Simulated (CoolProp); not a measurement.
Model: reference Helmholtz-energy equation of state, Lemmon 2006, in CoolProp. It is a short technical equation, of lower accuracy than the large ones.

Task: Give the vapour pressure (kPa), enthalpy of vaporisation (kJ/kg), liquid cp (kJ/(kg K)), surface tension (mN/m) of saturated toluene at 356.6, 418.1, 510.4 K.

Result: 
```tsv
T (K)	p (kPa)	enthalpy of vaporisation (kJ/kg)	liquid cp (kJ/(kg K))	surface tension (mN/m)
356.6	43.7	378	1.90	21.0
418.1	245	337	2.14	14.2
510.4	1380	250	2.60	5.32
```

Surface tension comes from a separate correlation (Mulero 2012).
